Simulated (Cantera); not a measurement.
Charge: 1 mol SiH₂Cl₂, 0.21 mol O₃, 12 mol N₂, 0.061 mol HCl, at 27.0 mbar.

These are equilibrium values from Cantera (NASA tables, ideal gas, pure condensed phases), not measurements of a reactor. Candidate condensed phases: H₂O, NH₄Cl, Si, SiO₂, Si₂N₂O, Si₃N₄; 47 gas species. N₂ is the only nitrogen source here; it is nearly inert below about 1500 K, so the nitride shown seldom forms there in practice. Mutual solubility and eutectic melting of coexisting phases are not modelled. The tables' values for SiCl₃, SiCl are old estimates; treat these amounts as uncertain. The tables hold silica as quartz up to 1696 K and as liquid above; real silica turns to tridymite and cristobalite and melts near 1996 K. The numbers say what is thermodynamically allowed, not how fast it happens.

x: gas mole fraction; n: condensed amount in mol.

```json
[
 {"T (K)": "775", "x N₂": "0.850", "x HCl": "0.147", "x SiO": "<1e-12", "x H₂": "0.00240", "x SiCl₂": "<1e-12", "n SiO₂(α-quartz)": "0.0921", "n Si₂N₂O(s)": "0.446", "n SiO₂(β-quartz)": "0"},
 {"T (K)": "875", "x N₂": "0.850", "x HCl": "0.145", "x SiO": "<1e-12", "x H₂": "0.00305", "x SiCl₂": "1.71e-11", "n SiO₂(α-quartz)": "0", "n Si₂N₂O(s)": "0.443", "n SiO₂(β-quartz)": "0.0936"},
 {"T (K)": "975", "x N₂": "0.850", "x HCl": "0.144", "x SiO": "<1e-12", "x H₂": "0.00369", "x SiCl₂": "1.75e-9", "n SiO₂(α-quartz)": "0", "n Si₂N₂O(s)": "0.440", "n SiO₂(β-quartz)": "0.0950"},
 {"T (K)": "1075", "x N₂": "0.851", "x HCl": "0.143", "x SiO": "___", "x H₂": "___", "x SiCl₂": "___", "n SiO₂(α-quartz)": "0", "n Si₂N₂O(s)": "0.437", "n SiO₂(β-quartz)": "0.0964"},
 {"T (K)": "1175", "x N₂": "0.851", "x HCl": "0.142", "x SiO": "4.00e-9", "x H₂": "0.00491", "x SiCl₂": "1.65e-6", "n SiO₂(α-quartz)": "0", "n Si₂N₂O(s)": "0.434", "n SiO₂(β-quartz)": "0.0978"},
 {"T (K)": "1275", "x N₂": "0.851", "x HCl": "0.141", "x SiO": "2.33e-7", "x H₂": "0.00551", "x SiCl₂": "2.21e-5", "n SiO₂(α-quartz)": "0", "n Si₂N₂O(s)": "0.431", "n SiO₂(β-quartz)": "0.0993"},
 {"T (K)": "1375", "x N₂": "0.851", "x HCl": "0.139", "x SiO": "___", "x H₂": "___", "x SiCl₂": "___", "n SiO₂(α-quartz)": "0", "n Si₂N₂O(s)": "0.427", "n SiO₂(β-quartz)": "0.102"},
 {"T (K)": "1475", "x N₂": "0.851", "x HCl": "0.137", "x SiO": "0.000147", "x H₂": "0.00735", "x SiCl₂": "0.00118", "n SiO₂(α-quartz)": "0", "n Si₂N₂O(s)": "0.415", "n SiO₂(β-quartz)": "0.106"},
 {"T (K)": "1575", "x N₂": "0.849", "x HCl": "0.131", "x SiO": "0.00196", "x H₂": "0.00986", "x SiCl₂": "0.00459", "n SiO₂(α-quartz)": "0", "n Si₂N₂O(s)": "0.379", "n SiO₂(β-quartz)": "0.112"},
 {"T (K)": "1675", "x N₂": "0.835", "x HCl": "0.117", "x SiO": "0.0192", "x H₂": "0.0148", "x SiCl₂": "0.0112", "n SiO₂(α-quartz)": "0", "n Si₂N₂O(s)": "0.242", "n SiO₂(β-quartz)": "0.0591"},
 {"T (K)": "1775", "x N₂": "0.817", "x HCl": "0.0878", "x SiO": "0.0429", "x H₂": "0.0261", "x SiCl₂": "0.0239", "n SiO₂(α-quartz)": "0", "n Si₂N₂O(s)": "0", "n SiO₂(β-quartz)": "0"}
]
```

### Question
Complete the blanks.

### Answer

- 1075, x SiO: 3.17e-11
- 1075, x H₂: 0.00431
- 1075, x SiCl₂: 7.45e-8
- 1375, x SiO: 7.43e-6
- 1375, x H₂: 0.00621
- 1375, x SiCl₂: 0.000196
